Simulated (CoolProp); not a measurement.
Properties of dimethyl carbonate at several states (Tc = 557.0 K, pc = 4.909 MPa, ω = 0.346).

Model: reference Helmholtz-energy equation of state, Zhou 2011, in CoolProp.

```tsv
T (K)	p (MPa)	phase	density (kg/m³)	cv (kJ/(kg K))	expansivity (1/kK)
482.2	0.23	gas	5.306	1.549	2.256
598.2	0.0761	gas	1.384	1.765	1.695
539.5	0.0247	gas	0.4970	1.661	1.865
381.4	0.942	liquid	949.0	1.479	1.555
317.3	7.48	liquid	1045	1.371	1.238
322.9	0.0716	liquid	1030	1.376	1.315
```
